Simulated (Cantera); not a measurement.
Standard-state values (1 bar) from the NASA 1993 polynomials, evaluated with Cantera. Values are per mole of reaction as written; species without (g) are pure solids or liquids, kept so even where they would boil at 1 bar.

2 Na2CO3 → O2(g) + 4 Na + 2 CO2(g), with ΔH° = 1474.5 kJ and ΔS° = 560.3 J/K at 300 K.

Problem. How far is the shortcut ΔG° ≈ ΔH°(300 K) − T·ΔS°(300 K) from the full temperature-dependent value at 923, 973, 1023, 1073, 1123, 1173, 1223, 1273, 1323, 1373 K?

Solution. 
```tsv
T (K)	shortcut (kJ)	full (kJ)	difference (kJ)	difference in log10 K	condensed phases
923	957.4	956.5	0.9	-0.05	Na2CO3(s), Na(l)
973	929.4	929.9	-0.5	0.03	Na2CO3(s), Na(l)
1023	901.4	903.6	-2.2	0.11	Na2CO3(s), Na(l)
1073	873.4	877.5	-4.1	0.20	Na2CO3(s), Na(l)
1123	845.3	851.7	-6.4	0.30	Na2CO3(s), Na(l)
1173	817.3	828.8	-11.5	0.51	Na2CO3(l), Na(l)
1223	789.3	806.1	-16.8	0.72	Na2CO3(l), Na(l)
1273	761.3	783.7	-22.4	0.92	Na2CO3(l), Na(l)
1323	733.3	761.5	-28.2	1.11	Na2CO3(l), Na(l)
1373	705.3	739.5	-34.3	1.30	Na2CO3(l), Na(l)
```
The shortcut ignores heat capacities and the phase changes listed.
